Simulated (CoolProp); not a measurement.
Vapour-liquid equilibrium of CHF3 (R23) (1) + R143a (2) at 0.0364 MPa; x and y are mole fractions of (1).

Model: multi-fluid Helmholtz-energy mixture model, Penoncello 2003 and Lemmon and Jacobsen 2000; pair parameters Bell 2016, in CoolProp.

```
x      bubble temperature, mixture model (°C)  bubble temperature, Raoult's law (°C)  y, mixture model  y, Raoult's law
-----  --------------------------------------  -------------------------------------  ----------------  ---------------
0.05                                    -70.1                                  -70.8             0.220            0.256
0.125                                   -74.7                                  -75.7             0.463            0.496
0.2                                     -78.8                                  -79.5             0.626            0.643
0.275                                   -82.3                                  -82.6             0.735            0.739
0.35                                    -85.3                                  -85.2             0.809            0.806
0.425                                   -87.7                                  -87.5             0.860            0.854
0.5                                     -89.8                                  -89.4             0.896            0.891
0.575                                   -91.5                                  -91.1             0.922            0.918
0.65                                    -93.0                                  -92.6             0.942            0.940
0.725                                   -94.3                                  -94.0             0.958            0.958
0.8                                     -95.4                                  -95.2             0.971            0.972
0.875                                   -96.4                                  -96.3             0.983            0.984
0.95                                    -97.4                                  -97.4             0.993            0.994
```

The largest gap from Raoult's law is +1.0 K in bubble temperature, at x = 0.125. No azeotrope shows between x = 0.05 and 0.95.

Pair parameters are fitted to limited data, so mixtures are less certain than the pure fluids. The gap from Raoult's law changes sign with composition, which may be real or a fault of the pair parameters; it wasn't checked against measurements.
